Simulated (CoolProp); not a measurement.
Properties of R22 along the isobar 6820 kPa.

Model: reference Helmholtz-energy equation of state, Kamei 1995, in CoolProp.

```
T (K)          phase       Z  cv (kJ/(kg K))  expansivity (1/kK)  viscosity (µPa s)  conductivity (mW/(m K))
-----  -------------  ------  --------------  ------------------  -----------------  -----------------------
291.4         liquid  0.1954          0.6842               2.719                152                     91.6
303.2         liquid  0.1943          0.6936               2.998                134                     86.7
315.1         liquid  0.1941          0.7041               3.368                117                     81.8
326.9         liquid  0.1952          0.7156               3.877                103                      [?]
338.8         liquid  0.1981          0.7284               4.648               89.9                     71.6
350.6         liquid  0.2036             [?]               5.932               77.9                     66.2
362.5         liquid  0.2142          0.7615               8.531               66.4                     60.2
374.3  supercritical  0.2374          0.7906               15.75               54.6                     53.5
386.2  supercritical  0.3223          0.8600               47.48               37.1                     46.5
398    supercritical  0.4834          0.8231               23.53               26.1                     34.5
409.8  supercritical  0.5774          0.7928               13.45               23.8                     30.0
421.7  supercritical  0.6416          0.7791               9.565               23.1                     28.4
433.5  supercritical  0.6897          0.7732               7.542               22.8                     27.9
445.4  supercritical  0.7284          0.7717               6.278               22.9                     27.9
457.2  supercritical  0.7601          0.7728                 [?]               23.0                     28.2
469.1  supercritical  0.7871          0.7757               4.790               23.2                     28.7
```

Task: Some entries are withheld; supply them.

Result: 
- 326.9, conductivity (mW/(m K)): 76.8
- 350.6, cv (kJ/(kg K)): 0.7431
- 457.2, expansivity (1/kK): 5.421

Viscosity comes from a separate model (Bell 2016), an estimate that may be off by 10 % or more. Thermal conductivity comes from a separate model (McLinden 2000), an estimate that may be off by 10 % or more.
